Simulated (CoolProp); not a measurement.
Vapour-liquid equilibrium of ethanol (1) + n-heptane (2) at 410.5 K; x and y are mole fractions of (1).

Model: multi-fluid Helmholtz-energy mixture model, Schroeder 2014 and Span 2003; pair parameters Bell 2016, in CoolProp.

```
x      bubble pressure, mixture model (MPa)  bubble pressure, Raoult's law (MPa)  y, mixture model  y, Raoult's law
-----  ------------------------------------  -----------------------------------  ----------------  ---------------
0.05                                 0.3983                               0.3020             0.299            0.117
0.125                                0.5162                               0.3337             0.472            0.264
0.2                                  0.5878                               0.3655             0.550            0.385
0.275                                0.6322                               0.3972             0.594            0.487
0.35                                 0.6611                               0.4290             0.624            0.574
0.425                                0.6817                               0.4607             0.648            0.649
0.5                                  0.6976                               0.4925             0.670            0.715
0.575                                0.7107                               0.5242             0.694            0.772
0.65                                 0.7213                               0.5560             0.722            0.823
0.725                                0.7290                               0.5877             0.756            0.869
0.8                                  0.7322                               0.6194             0.801            0.909
0.875                                0.7289                               0.6512             0.860            0.946
0.95                                 0.7173                               0.6829             0.936            0.979
```

The largest gap from Raoult's law is +60.8 % in bubble pressure, at x = 0.2. y crosses x between x = 0.8 and 0.875: the model has an azeotrope there.

Pair parameters are fitted to limited data, so mixtures are less certain than the pure fluids. With so large a gap from Raoult's law the liquid may split in two, which this calculation doesn't test in full.
